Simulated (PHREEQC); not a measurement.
Silver or lead bath

Dissolve 0.0013 mol AgF and 0.0019 mol Zn(NO3)2 per kg of water at 20 °C. Closed to the air; pH follows from the charge balance.

Model: ion-association model, wateq4f.dat, run in PHREEQC.

No solid was allowed to form.

Task: Predict the pH.

Result: pH 6.18.

Task: In which forms is F present?

Result: F- 98 %, ZnF+ 1.7 % of the F.

Complexes and solids missing from the database can't appear.
